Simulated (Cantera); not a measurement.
A Cantera script and what it prints.

```python
import numpy as np
import cantera as ct

gas_names = [...]  # 105 gases of nasa_gas.yaml made of C, H, N, Si
cond_names = """
    C(gr) C6H6(L) C7H8(L) C8H18(L),n-octa Si(cr) Si(L) SiC(b) Si3N4(a)
""".split()


# ... load() reads the species with a 1 bar reference pressure and builds the phases ...
atoms = {
    'Si3N4': {'Si': 3, 'N': 4},
    'C': {'C': 1},
    'H2': {'H': 2},
}
top_T = {'C(gr)': 4500, 'SiC(b)': 3050, 'Si3N4(a)': 2400}  # K; cautious upper limits of use, not melting points


# ... equilibrate(T, P, feed) seeds the gas with the atoms and calls Mixture.equilibrate('TP', solver="gibbs", rtol=1e-10, max_steps=50000) ...
results = []
feed = {'Si3N4': 1, 'C': 0.025, 'H2': 7.4}  # mol
P = 1000  # Pa
for T in [1698, 1773, 1848, 1923, 1998, 2073, 2148, 2223, 2298, 2373, 2448, 2523, 2598, 2673]:
    mix = equilibrate(T, P, feed)
    results.append((T, P, feed, dict(zip(mix.species_names, mix.species_moles))))
    x = sorted(zip(gas.X, gas.species_names), reverse=True)
    print(f"T = {T:g} K  P = {P:g} Pa  gas = {mix.phase_moles(0):.4g} mol")
    print("   x: " + "  ".join(f"{s} {v:.3e}" for v, s in x if v > 1e-06))
    print("   condensed (mol): " + ("  ".join(f"{mix.phase(i).name} {mix.phase_moles(i):.4g}"
          for i in range(1, mix.n_phases) if mix.phase_moles(i) > 1e-12) or "none"))
```

It prints:

```
T = 1698 K  P = 1000 Pa  gas = 8.717 mol
   x: H2 8.482e-01  N2 1.504e-01  H 1.332e-03  Si 6.567e-05  HCN 1.900e-05  SiH2 1.185e-05  SiH 9.419e-06  Si2N 2.810e-06  SiN 1.552e-06
   condensed (mol): Si(L) 1.941  SiC(b) 0.02482  Si3N4(a) 0.3446
T = 1773 K  P = 1000 Pa  gas = 9.414 mol
   x: H2 7.847e-01  N2 2.124e-01  H 2.520e-03  Si 2.130e-04  HCN 4.660e-05  SiH 2.330e-05  SiH2 1.936e-05  Si2N 7.814e-06  SiN 4.715e-06  Si2C 1.955e-06  HNC 1.663e-06  Si2 1.185e-06
   condensed (mol): Si(L) 2.973  SiC(b) 0.02453
T = 1848 K  P = 1000 Pa  gas = 9.429 mol
   x: H2 7.824e-01  N2 2.121e-01  H 4.690e-03  Si 6.273e-04  HCN 9.368e-05  SiH 5.532e-05  SiH2 3.255e-05  Si2N 1.701e-05  SiN 1.114e-05  Si2C 8.538e-06  Si2 4.364e-06  HNC 3.949e-06  Si3 1.012e-06
   condensed (mol): Si(L) 2.969  SiC(b) 0.02399
T = 1923 K  P = 1000 Pa  gas = 9.457 mol
   x: H2 7.782e-01  N2 2.114e-01  H 8.310e-03  Si 1.696e-03  HCN 1.779e-04  SiH 1.225e-04  SiH2 5.237e-05  Si2N 3.476e-05  Si2C 3.311e-05  SiN 2.458e-05  Si2 1.449e-05  HNC 8.740e-06  Si3 3.230e-06
   condensed (mol): Si(L) 2.958  SiC(b) 0.02291
T = 1998 K  P = 1000 Pa  gas = 9.511 mol
   x: H2 7.706e-01  N2 2.101e-01  H 1.408e-02  Si 4.253e-03  HCN 3.204e-04  SiH 2.545e-04  Si2C 1.156e-04  SiH2 8.090e-05  Si2N 6.708e-05  SiN 5.099e-05  Si2 4.387e-05  HNC 1.814e-05  Si3 9.416e-06  C2H2,acetylene 1.731e-06
   condensed (mol): Si(L) 2.931  SiC(b) 0.02064
T = 2073 K  P = 1000 Pa  gas = 9.614 mol
   x: H2 7.576e-01  N2 2.076e-01  H 2.289e-02  Si 9.968e-03  HCN 5.488e-04  SiH 4.989e-04  Si2C 3.675e-04  Si2N 1.229e-04  Si2 1.224e-04  SiH2 1.200e-04  SiN 9.996e-05  HNC 3.544e-05  Si3 2.533e-05  C2H2,acetylene 4.698e-06  SiC2 2.897e-06
   condensed (mol): Si(L) 2.869  SiC(b) 0.0157
T = 2148 K  P = 1000 Pa  gas = 9.812 mol
   x: H2 7.352e-01  N2 2.032e-01  H 3.574e-02  Si 2.200e-02  Si2C 1.075e-03  SiH 9.257e-04  HCN 8.937e-04  Si2 3.172e-04  Si2N 2.142e-04  SiN 1.858e-04  SiH2 1.708e-04  HNC 6.520e-05  Si3 6.342e-05  SiC2 1.436e-05  C2H2,acetylene 1.172e-05  CN 1.400e-06
   condensed (mol): Si(L) 2.734  SiC(b) 0.004515
T = 2223 K  P = 1000 Pa  gas = 10.18 mol
   x: H2 6.988e-01  N2 1.958e-01  H 5.355e-02  Si 4.598e-02  SiH 1.627e-03  Si2C 1.587e-03  Si2 7.698e-04  HCN 7.513e-04  Si2N 3.562e-04  SiN 3.284e-04  SiH2 2.318e-04  Si3 1.488e-04  HNC 6.140e-05  SiC2 1.889e-05  C2H2,acetylene 7.951e-06  CN 2.139e-06
   condensed (mol): Si(L) 2.45
T = 2298 K  P = 1000 Pa  gas = 10.87 mol
   x: H2 6.403e-01  N2 1.831e-01  Si 9.153e-02  H 7.664e-02  SiH 2.700e-03  Si2 1.760e-03  Si2C 1.746e-03  Si2N 5.629e-04  SiN 5.501e-04  HCN 4.718e-04  Si3 3.296e-04  SiH2 2.961e-04  HNC 4.287e-05  SiC2 1.428e-05  C2H2,acetylene 3.118e-06  CN 2.393e-06
   condensed (mol): Si(L) 1.867
T = 2373 K  P = 1000 Pa  gas = 12.29 mol
   x: H2 5.478e-01  Si 1.743e-01  N2 1.617e-01  H 1.034e-01  SiH 4.177e-03  Si2 3.815e-03  Si2C 1.727e-03  SiN 8.644e-04  Si2N 8.371e-04  Si3 6.926e-04  SiH2 3.457e-04  HCN 2.582e-04  HNC 2.592e-05  SiC2 9.004e-06  CN 2.334e-06
   condensed (mol): Si(L) 0.6084
T = 2448 K  P = 1000 Pa  gas = 13.2 mol
   x: H2 4.887e-01  Si 2.099e-01  N2 1.507e-01  H 1.392e-01  SiH 4.202e-03  Si2 3.407e-03  Si2C 1.508e-03  SiN 8.891e-04  Si2N 5.372e-04  Si3 3.951e-04  HCN 3.115e-04  SiH2 2.715e-04  HNC 3.431e-05  SiC2 1.600e-05  CN 4.763e-06  C2H2,acetylene 1.448e-06  SiC 1.358e-06
   condensed (mol): none
T = 2523 K  P = 1000 Pa  gas = 13.58 mol
   x: H2 4.495e-01  Si 2.088e-01  H 1.863e-01  N2 1.465e-01  SiH 3.573e-03  Si2 2.138e-03  Si2C 1.190e-03  SiN 7.776e-04  HCN 4.928e-04  Si2N 2.519e-04  SiH2 1.851e-04  Si3 1.358e-04  HNC 5.923e-05  SiC2 3.794e-05  CN 1.221e-05  C2H2,acetylene 3.512e-06  SiC 2.749e-06  N 1.382e-06
   condensed (mol): none
T = 2598 K  P = 1000 Pa  gas = 14.04 mol
   x: H2 4.042e-01  H 2.420e-01  Si 2.051e-01  N2 1.417e-01  SiH 2.985e-03  Si2 1.343e-03  Si2C 8.365e-04  SiN 6.746e-04  HCN 6.725e-04  SiH2 1.239e-04  Si2N 1.198e-04  HNC 8.776e-05  SiC2 6.855e-05  Si3 4.779e-05  CN 2.661e-05  C2H2,acetylene 6.393e-06  SiC 4.750e-06  N 2.636e-06  C 1.907e-06
   condensed (mol): none
T = 2673 K  P = 1000 Pa  gas = 14.58 mol
   x: H2 3.535e-01  H 3.048e-01  Si 1.997e-01  N2 1.364e-01  SiH 2.452e-03  Si2 8.482e-04  HCN 7.976e-04  SiN 5.822e-04  Si2C 5.298e-04  HNC 1.125e-04  SiC2 9.647e-05  SiH2 8.118e-05  Si2N 5.804e-05  CN 4.992e-05  Si3 1.729e-05  C2H2,acetylene 8.858e-06  SiC 7.105e-06  C 5.263e-06  N 4.835e-06
   condensed (mol): none
```

These are equilibrium values from Cantera (NASA tables, ideal gas, pure condensed phases), not measurements of a reactor. Mutual solubility and eutectic melting of coexisting phases are not modelled. The tables' values for SiN are old estimates; treat these amounts as uncertain. Gases not in the tables: Si2H6 and higher silanes.
